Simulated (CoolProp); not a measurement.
Saturation properties of ethylene (Tc = 282.4 K, pc = 5.042 MPa, ω = 0.087).

Model: reference Helmholtz-energy equation of state, Smukala 2000, in CoolProp.

```
T (K)   p (MPa)  vapour density (kg/m³)  enthalpy of vaporisation (kJ/kg)  surface tension (mN/m)
-----  --------  ----------------------  --------------------------------  ----------------------
132    0.005461                  0.1401                             532.3                    22.8
141.8   0.01391                  0.3337                             519.8                    21.1
151.7   0.03118                  0.7034                             506.9                    19.4
161.5   0.06211                   1.329                             493.6                    17.7
171.3    0.1133                   2.315                             479.6                    16.0
181.1    0.1924                   3.782                             464.7                    14.4
191      0.3092                   5.890                             448.5                    12.7
200.8    0.4706                   8.762                             431.0                    11.2
210.6    0.6874                   12.61                             411.6                    9.60
220.4    0.9696                   17.69                             390.1                    8.09
230.3     1.332                   24.42                             365.5                    6.60
```

It boils at 169.4 K under 1 atm.

Surface tension comes from a separate correlation (Mulero 2012).
